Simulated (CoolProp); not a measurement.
cis-2-butene along the isotherm 180.65 °C: fugacity coefficient from the reference equation and from simpler models built on Tc = 162.6 °C, pc = 4.236 MPa, ω = 0.202; each cubic takes its own stable root.

Computed with CoolProp (reference Helmholtz-energy equation of state, Lemmon 2005). It is a short technical equation, of lower accuracy than the large ones.

| p (MPa) | phase | reference |
|---|---|---|
| 1.51 | gas | 0.8933 |
| 3.03 | gas | 0.7889 |
| 4.54 | supercritical | 0.6854 |
| 6.05 | supercritical | 0.5767 |
| 7.56 | supercritical | 0.4928 |
| 9.08 | supercritical | 0.4353 |
| 10.6 | supercritical | 0.3944 |
| 12.1 | supercritical | 0.3644 |
| 13.6 | supercritical | 0.3414 |
| 15.1 | supercritical | 0.3234 |
| 16.6 | supercritical | 0.3090 |
| 18.2 | supercritical | 0.2969 |
| 19.7 | supercritical | 0.2877 |
| 21.2 | supercritical | 0.2802 |

How far does each simpler model (van der Waals, Redlich-Kwong, Soave-Redlich-Kwong, Peng-Robinson) lie from the reference over these 14 states: mean and median of the absolute difference, and the worst?


- van der Waals: mean 11.4 %, median 10.9 %, worst +24.0 % at 180.65 °C and 21.2 MPa
- Redlich-Kwong: mean 3.4 %, median 3.7 %, worst +6.7 % at 180.65 °C and 21.2 MPa
- Soave-Redlich-Kwong: mean 5.5 %, median 6.1 %, worst +9.6 % at 180.65 °C and 21.2 MPa
- Peng-Robinson: mean 1.0 %, median 0.8 %, worst -2.2 % at 180.65 °C and 4.54 MPa
